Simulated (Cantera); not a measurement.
Gas mixture: H2 : C2H6 : NH3 = 0.9 : 0.96 : 0.57 (molar parts), at 1.00 bar, frozen composition.

Cantera's kinetic-theory transport with the Lennard-Jones parameters of GRI-Mech 3.0, ideal gas; thermal conductivity in the multicomponent form. Polar gases are described roughly by these parameters. The composition is frozen, though it would react at the higher temperatures.

One state of this run: ρ (kg/m³) = 0.250; cp (J/kg/K) = 3950; μ (µPa s) = 23.9; λ (mW/m/K) = 161; Pr = 0.586; D (cm²/s) N2 = 1.37; D (cm²/s) H = 6.92; D (cm²/s) NO = 1.35. D: mixture-averaged diffusion coefficient of that species in the mixture.

**Question.** Which value of T (K) does it belong to?
A) 1400
B) 800
C) 1600
D) 1000

**Answer.** B, 800
